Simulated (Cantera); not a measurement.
A closed system holds: 1 mol FeS2, 4.1 mol H2, 11 mol N2, held at 1100 °C and 133 Pa.

Method: chemical equilibrium by Gibbs-energy minimisation in Cantera with the NASA 1993 tables (ideal gas, pure condensed phases). Candidate condensed phases: Fe, FeS, FeS2, S; 16 gas species. FeS: taken at fixed stoichiometry. Equilibrium is a limit: real reactors are often held back by kinetics, nucleation or transport.

Base state: N2 0.709, H2 0.253, S2 0.0265, H2S 0.0107, SH 0.000765, H 4.60e-5, S 3.64e-5 (mole fractions); condensed: FeS(s).

Task: What changes in the equilibrium state with this change: H2 from 4.1 to 1200 mol?

Result: 
```csv
species,before,after
H2,0.253,0.989
N2,0.709,0.00908
H2S,0.0107,0.00152
S2,0.0265,3.52e-5
S,3.64e-5,1.33e-6
SH,0.000765,5.52e-5
H,4.60e-5,9.09e-5
"FeS(s), mol",1.000,0
"Fe(γ), mol",0,0.993
```
